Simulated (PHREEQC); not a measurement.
Solution (80 °C): 0.24 mol HF, 0.27 mol CsF and 0.011 mol H2SO4 per kg of water. Closed to the air; pH follows from the charge balance.

The numbers come from PHREEQC with the ion-association model, wateq4f.dat.

| quantity | before | after |
|---|---|---|
| pH | 3.44 | 3.56 |
| ionic strength (mol/kgw) | 0.281 | 0.270 |
| F- (mol/kgw) | 0.149 | 0.170 |
| HF (mol/kgw) | 0.147 | 0.129 |
| HF2- (mol/kgw) | 0.100 | 0.100 |
| H2F2 (mol/kgw) | 0.00687 | 0.00526 |

Q: Which change was made?
(A) diluted 5-fold with water
(B) H2SO4 left out
(C) HF from 0.24 to 0.024 mol/kgw
(D) CsF left out

A: B, H2SO4 left out

This is a speciation only: nothing precipitates in the calculation. Constants without temperature data keep their 25 °C values here.
